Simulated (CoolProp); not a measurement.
R1123 along the isobar 20 MPa: density (kg/m³) from the reference equation and from simpler models built on Tc = 331.7 K, pc = 4.549 MPa, ω = 0.243; each cubic takes its own stable root.

Values from CoolProp's reference Helmholtz-energy equation of state, Akasaka 2020.

| T (K) | phase | reference | van der Waals | Redlich-Kwong | Soave-Redlich-Kwong |
|---|---|---|---|---|---|
| 224.5 | liquid | 1351 | ___ | 1223 | 1249 |
| 248.1 | liquid | 1286 | 838.8 | 1165 | 1191 |
| 271.6 | liquid | 1218 | 810.5 | 1104 | 1127 |
| 295.2 | liquid | 1146 | ___ | 1040 | ___ |
| 318.7 | liquid | ___ | 750.3 | 971.5 | 978.5 |
| 342.3 | supercritical | 981.8 | 718.2 | 900.3 | 893.9 |
| 365.8 | supercritical | 890.0 | 685.0 | 827.6 | 805.3 |
| 389.4 | supercritical | 794.5 | 650.6 | 754.7 | 716.5 |
| 413 | supercritical | 702.3 | 615.3 | 684.4 | 633.8 |
| 436.5 | supercritical | 620.2 | 579.7 | 619.8 | 562.6 |
| 460.1 | supercritical | 551.0 | 544.2 | 562.1 | 503.7 |

Fill in the missing entries.


- 224.5, van der Waals: 866.0
- 295.2, van der Waals: 781.0
- 295.2, Soave-Redlich-Kwong: 1056
- 318.7, reference: 1067
